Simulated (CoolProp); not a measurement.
A Linde-Hampson liquefier for ethane: isothermal reversible compression at 320 K from 1 atm to 25 MPa, throttling to 1 atm, return gas leaving the recuperator 10 K below the feed. Each further row changes one setting.

Values from CoolProp's reference Helmholtz-energy equation of state, Bücker 2006.

```tsv
case	liquid yield per pass	compression work (kJ/kg of gas)
as stated	0.453	378
high pressure 50 MPa	?	?
warm-end temperature 350 K	?	?
warm-end gap 15 K	?	378
```

Q: Some entries are withheld; supply them.

A: 
- high pressure 50 MPa, liquid yield per pass: 0.436
- high pressure 50 MPa, compression work (kJ/kg of gas): 436
- warm-end temperature 350 K, liquid yield per pass: 0.374
- warm-end temperature 350 K, compression work (kJ/kg of gas): 443
- warm-end gap 15 K, liquid yield per pass: 0.446
